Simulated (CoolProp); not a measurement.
Saturated liquid density (kg/m³) of tetradecamethylhexasiloxane (MD4M): the reference equation beside estimates from Tc = 380.0 °C, pc = 8.286 bar, ω = 0.800. Rackett uses Z = 0.29056 − 0.08775 ω.

Values from CoolProp's reference Helmholtz-energy equation of state, Thol 2019.

| T (°C) | reference | Rackett | van der Waals | Redlich-Kwong | Soave-Redlich-Kwong | Peng-Robinson |
|---|---|---|---|---|---|---|
| 81.15 | 832.2 | 1065 | 447.9 | 663.1 | 715.5 | 802.6 |
| 92.85 | 820.7 | 1051 | 443.0 | 654.8 | 709.3 | 796.0 |
| 104.55 | 809.2 | 1036 | 437.9 | 646.2 | 702.8 | 789.1 |
| 116.25 | 797.6 | 1021 | 432.8 | 637.3 | 695.9 | 781.7 |
| 127.95 | 785.8 | 1006 | 427.5 | 628.2 | 688.6 | 774.0 |
| 139.65 | 774.0 | 990.4 | 422.0 | 618.7 | 680.9 | 765.8 |
| 151.35 | 762.0 | 974.6 | 416.4 | 608.9 | 672.8 | 757.1 |
| 163.15 | 749.7 | 958.3 | 410.5 | 598.6 | 664.1 | 747.8 |
| 174.85 | 737.3 | 941.8 | 404.6 | 588.1 | 655.0 | 737.9 |
| 186.55 | 724.7 | 925.0 | 398.4 | 577.1 | 645.3 | 727.5 |

Absolute difference from the reference over all 10 rows, mean and median: Rackett 27.9 and 28.0 %, van der Waals 45.6 and 45.5 %, Redlich-Kwong 20.2 and 20.1 %, Soave-Redlich-Kwong 12.3 and 12.2 %, Peng-Robinson 1.5 and 1.3 %.
